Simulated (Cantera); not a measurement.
A freely propagating, adiabatic, planar premixed flame of CO : H₂ : CH₄ : O₂ : N₂ = 1 : 0.42 : 0.32 : 1.13 : 4.23 (molar parts), unburnt at 698 K and 525 Torr; mixture-averaged transport, grid criteria slope 0.08 and curve 0.16, no radiation.

Computed with Cantera and GRI-Mech 3.0 (53 species, 325 reactions). Burning velocities carry a grid error of a few per cent, more on coarse grids.

Task: What does this change do: inlet temperature 698 to 375 K?

Result: 
```json
[
 {"quantity": "laminar burning velocity", "before": "378 cm/s", "after": "128 cm/s"},
 {"quantity": "thermal thickness", "before": "0.400 mm", "after": "0.439 mm"},
 {"quantity": "peak x(CH₂CO)", "before": "1.45e-5", "after": "8.95e-6"}
]
```

Task: What does this change do: inlet temperature 698 to 673 K?

Result: 
| quantity | before | after |
|---|---|---|
| laminar burning velocity | 378 cm/s | 352 cm/s |
| thermal thickness | 0.400 mm | 0.403 mm |
| peak x(CH₂CO) | 1.45e-5 | 1.39e-5 |

Task: What does this change do: H2 0.42 to 0.32 parts?

Result: 
```csv
quantity,before,after
laminar burning velocity,378 cm/s,351 cm/s
thermal thickness,0.400 mm,0.411 mm
peak x(CH₂CO),1.45e-5,1.51e-5
```
